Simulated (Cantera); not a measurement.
Input: 1 mol MgCO3, 0.081 mol H2, 0.08 mol H2O, at 1475 K and 0.133 bar.

Cantera equilibrium calculation (NASA polynomials, part measured and part estimated; ideal gas, pure solids and liquids). Kinetics and transport are ignored.

```csv
species,before,after
H2O,0.134,0.321
CO,0.0653,0.286
H2,0.00444,0.241
CO2,0.796,0.153
H,2.37e-6,1.74e-5
"MgO(s), mol",1.00,1.00
```
Gas species are given as mole fractions.

Question: Which change was made?
A. temperature from 1475 K to 2223 K
B. H2 from 0.081 to 1.2 mol
C. temperature from 1475 K to 525 K
D. temperature from 1475 K to 2098 K

Answer: B, H2 from 0.081 to 1.2 mol
